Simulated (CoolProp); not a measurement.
A single-stage vapour-compression cycle with R1224YDZ: evaporating at 251.15 K (dew point), condensing at 283.15 K (bubble point), superheat 10 K, subcooling 5 K, compressor efficiency 0.7, no pressure losses. Each further row changes one setting.

The numbers come from the reference Helmholtz-energy equation of state, Akasaka 2023 in CoolProp.

```json
[
 {"case": "as stated", "cooling COP": "[?]", "pressure ratio": "4.42", "discharge temperature (K)": "307.1", "refrigerating effect (kJ/kg)": "164", "volumetric capacity (kJ/m³)": "215"},
 {"case": "evaporating temperature 256.15 K", "cooling COP": "[?]", "pressure ratio": "3.40", "discharge temperature (K)": "304.2", "refrigerating effect (kJ/kg)": "167", "volumetric capacity (kJ/m³)": "281"},
 {"case": "condensing temperature 278.15 K", "cooling COP": "6.13", "pressure ratio": "3.60", "discharge temperature (K)": "300.7", "refrigerating effect (kJ/kg)": "169", "volumetric capacity (kJ/m³)": "222"},
 {"case": "subcooling 10 K", "cooling COP": "5.25", "pressure ratio": "4.42", "discharge temperature (K)": "307.1", "refrigerating effect (kJ/kg)": "169", "volumetric capacity (kJ/m³)": "222"},
 {"case": "superheat 20 K", "cooling COP": "5.10", "pressure ratio": "4.42", "discharge temperature (K)": "317.5", "refrigerating effect (kJ/kg)": "[?]", "volumetric capacity (kJ/m³)": "[?]"},
 {"case": "compressor efficiency 0.6", "cooling COP": "4.35", "pressure ratio": "4.42", "discharge temperature (K)": "313.8", "refrigerating effect (kJ/kg)": "164", "volumetric capacity (kJ/m³)": "215"}
]
```

Q: What belongs in the gaps?

A: 
- as stated, cooling COP: 5.08
- evaporating temperature 256.15 K, cooling COP: 6.25
- superheat 20 K, refrigerating effect (kJ/kg): 171
- superheat 20 K, volumetric capacity (kJ/m³): 216
